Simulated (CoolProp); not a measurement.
A single-stage vapour-compression cycle with the fluid: evaporating at 247.15 K (dew point), condensing at 286.15 K (bubble point), superheat 10 K, subcooling 5 K, compressor efficiency 0.7, no pressure losses. The same conditions are run with several fluids, on thermodynamics alone (safety and materials aside).

Model: reference Helmholtz-energy equation of state of each fluid (sulfur hexafluoride: Guder 2009; R13: Platzer 1990; vinyl chloride: Thol 2022; R124: de Vries 1995; R125: Lemmon 2005; R22: Kamei 1995), in CoolProp. The equations of Platzer and Polt are older, rougher fits.

```json
[
 {"fluid": "sulfur hexafluoride", "cooling COP": "3.46", "pressure ratio": "3.12", "discharge temperature (K)": "302.7", "refrigerating effect (kJ/kg)": "72.7", "volumetric capacity (kJ/m³)": "3160"},
 {"fluid": "R13", "cooling COP": "?", "pressure ratio": "2.84", "discharge temperature (K)": "315.3", "refrigerating effect (kJ/kg)": "83.4", "volumetric capacity (kJ/m³)": "4640"},
 {"fluid": "vinyl chloride", "cooling COP": "3.94", "pressure ratio": "?", "discharge temperature (K)": "353.6", "refrigerating effect (kJ/kg)": "?", "volumetric capacity (kJ/m³)": "574"},
 {"fluid": "R124", "cooling COP": "3.94", "pressure ratio": "4.80", "discharge temperature (K)": "312.0", "refrigerating effect (kJ/kg)": "143", "volumetric capacity (kJ/m³)": "?"},
 {"fluid": "R125", "cooling COP": "3.71", "pressure ratio": "3.70", "discharge temperature (K)": "?", "refrigerating effect (kJ/kg)": "117", "volumetric capacity (kJ/m³)": "1900"},
 {"fluid": "R22", "cooling COP": "3.85", "pressure ratio": "3.85", "discharge temperature (K)": "339.6", "refrigerating effect (kJ/kg)": "?", "volumetric capacity (kJ/m³)": "1570"}
]
```

Some entries are withheld; supply them.


- R13, cooling COP: 3.20
- vinyl chloride, pressure ratio: 4.53
- vinyl chloride, refrigerating effect (kJ/kg): 322
- R124, volumetric capacity (kJ/m³): 505
- R125, discharge temperature (K): 307.7
- R22, refrigerating effect (kJ/kg): 191
